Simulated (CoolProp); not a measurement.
Nitrous oxide along the isobar 28400 kPa: fugacity coefficient from the reference equation and from simpler models built on Tc = 309.5 K, pc = 7245 kPa, ω = 0.161; each cubic takes its own stable root.

Model: reference Helmholtz-energy equation of state, Lemmon 2006, in CoolProp. It is a short technical equation, of lower accuracy than the large ones.

| T (K) | phase | reference | Redlich-Kwong | Soave-Redlich-Kwong | Peng-Robinson |
|---|---|---|---|---|---|
| 240.8 | liquid | 0.06496 | 0.08046 | 0.06865 | 0.06314 |
| 249.4 | liquid | 0.08219 | 0.09958 | 0.08704 | 0.07995 |
| 258 | liquid | 0.1018 | 0.1208 | 0.1081 | 0.09918 |
| 266.6 | liquid | 0.1238 | 0.1440 | 0.1317 | 0.1208 |
| 275.2 | liquid | 0.1480 | 0.1689 | 0.1577 | 0.1446 |
| 283.9 | liquid | 0.1745 | 0.1957 | 0.1863 | 0.1709 |
| 292.5 | liquid | 0.2026 | 0.2235 | 0.2166 | 0.1987 |
| 301.1 | liquid | 0.2322 | 0.2523 | 0.2485 | 0.2281 |
